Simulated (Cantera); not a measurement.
A closed system holds: 1 mol BF3, 1.8 mol O2, 1.1 mol N2, at 1848 K and 1.00 bar.

Method: chemical equilibrium by Gibbs-energy minimisation in Cantera with the NASA 1993 tables (ideal gas, pure condensed phases). Candidate condensed phases: B, BN, B2O3; 31 gas species. Rates play no part.

Base state: O2 0.459, N2 0.280, BF3 0.256, NO 0.00429, F 0.000598, BOF 0.000271, O 0.000128, BOF2 5.67e-5 (mole fractions); condensed: gas only.

Question: What changes in the equilibrium state with this change: temperature from 1848 K to 1623.15 K?

Answer: 
```
species    before    after
-------  --------  -------
O2          0.459    0.461
N2          0.280    0.281
BF3         0.256    0.256
NO        0.00429  0.00189
O        0.000128  1.29e-5
BOF      0.000271  3.05e-5
F        0.000598  7.49e-5
BOF2      5.67e-5  1.40e-5
```
